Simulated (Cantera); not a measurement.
An isothermal, constant-pressure homogeneous reactor starts with CH₄ : N₂ = 1 : 1.1 (molar parts), at 1475 K and 0.987 atm.

Cantera simulation using GRI-Mech 3.0 (53 species, 325 reactions); the numbers are that mechanism's predictions, not measurements. GRI-Mech 3.0 stops at C3 and has no aromatics, soot or wall deposition, so with more carbon than oxygen in the feed, carbon stays in small species such as C2H2 where larger ones or solid carbon would form.

x: mole fraction; the columns are a selection and need not sum to one.

| t (s) | x CH₄ | x C₂H | x C₂H₄ | x H | x C₂H₆ |
|---|---|---|---|---|---|
| 0.000400 | 0.476 | <1e-12 | 2.68e-6 | 1.92e-8 | 1.80e-5 |
| 0.00132 | 0.476 | <1e-12 | 2.48e-5 | 2.42e-8 | 0.000126 |
| 0.00435 | 0.475 | <1e-12 | 0.000184 | 4.25e-8 | 0.000461 |
| 0.0143 | 0.470 | 9.51e-12 | ? | ? | 0.00110 |
| 0.0473 | 0.450 | 1.33e-10 | 0.00518 | 5.01e-7 | 0.00112 |
| 0.156 | 0.395 | 6.27e-10 | 0.00559 | 1.38e-6 | 0.000624 |
| 0.514 | 0.292 | 1.45e-9 | 0.00603 | 2.89e-6 | 0.000259 |
| 1.69 | ? | ? | ? | ? | ? |
| 5.58 | 0.0923 | 3.91e-9 | 0.0162 | 7.97e-6 | 6.58e-5 |
| 18.4 | 0.0904 | 3.96e-9 | 0.0163 | 8.09e-6 | 6.55e-5 |
| 60.7 | 0.0904 | 3.96e-9 | 0.0163 | 8.09e-6 | 6.55e-5 |
| 200 | 0.0904 | 3.96e-9 | 0.0163 | 8.09e-6 | 6.55e-5 |

Problem. Some entries are withheld; supply them.

Solution. 
- 0.0143, x C₂H₄: 0.00141
- 0.0143, x H: 1.36e-7
- 1.69, x CH₄: 0.159
- 1.69, x C₂H: 2.67e-9
- 1.69, x C₂H₄: 0.0118
- 1.69, x H: 5.38e-6
- 1.69, x C₂H₆: 9.25e-5
